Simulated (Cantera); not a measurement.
Input: 1 mol CH3Cl, 17 mol H2, held at 133 Pa.

Cantera equilibrium calculation (NASA polynomials, part measured and part estimated; ideal gas, pure solids and liquids). Candidate condensed phases: C, C6H6, C7H8, C8H18; 91 gas species. The numbers say what is thermodynamically allowed, not how fast it happens.

Q: At 3375 K, list the 6 most abundant gas species with their mole fractions, and the condensed phases.

A: H 0.943, Cl 0.0256, C 0.0240, H2 0.00612, C2 0.000624, HCl 0.000249. Condensed: gas only.
